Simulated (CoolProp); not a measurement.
Model: reference Helmholtz-energy equation of state, Lemmon 2006, in CoolProp. It is a short technical equation, of lower accuracy than the large ones.

**Question.** Give the vapour pressure (kPa), vapour density (kg/m³), enthalpy of vaporisation (kJ/kg), surface tension (mN/m) of saturated acetone at 372.2, 453.1 K.

**Answer.** 
```
T (K)  p (kPa)  vapour density (kg/m³)  enthalpy of vaporisation (kJ/kg)  surface tension (mN/m)
-----  -------  ----------------------  --------------------------------  ----------------------
372.2      363                    7.68                               450                    13.7
453.1     1980                    45.5                               311                    4.80
```

Surface tension comes from a separate correlation (Mulero 2012).
